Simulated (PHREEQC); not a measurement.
A column of 0.1 m (30 cells, dispersivity 0.005 m, 60 s a shift, diffusion coefficient 3e-10 m²/s) holds 0.06 eq of the database's cation exchanger X per kg of pore water, first in equilibrium with 4.2 mmol/kgw KCl and 0.01 mmol/kgw HCl. It is flushed with 0.028 mol/kgw MnCl2, 0.013 mol/kgw NaCl and 1e-05 mol/kgw HCl, at 40 °C. Values are for the last cell. CO2 from the air is kept out. Precipitation was switched off in this run.

The series has 31 steps of pore volumes, from 0 to 4.017.

Computed with PHREEQC (ion-association model, phreeqc.dat).

Q: After how many pore volumes does Mn at the outlet first reach half of its feed value?

A: By 2.0 pore volumes.

Q: After how many pore volumes does Na at the outlet first reach half of its feed value?

A: By 1.2 pore volumes.

At this temperature some constants are extrapolated from 25 °C, and those without enthalpy data are left unchanged.
